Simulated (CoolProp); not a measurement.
Aqueous propylene glycol as a coolant, 24 % by mass, freezing at -9.2 °C, 1 atm.

Computed with CoolProp (Melinder's fits for secondary coolants).

```tsv
T (°C)	cp (kJ/(kg K))	viscosity (mPa s)	density (kg/m³)	Prandtl number
-4	3.876	6.35	1026	54.7
1.3	3.888	4.94	1024	42.2
6.7	3.901	3.90	1023	33.1
12.1	3.914	3.14	1021	26.4
17.5	3.926	2.57	1019	21.4
22.9	3.939	2.14	1017	17.7
28.2	3.952	1.81	1015	14.9
33.6	3.964	1.55	1012	12.7
39	3.977	1.35	1010	10.9
```
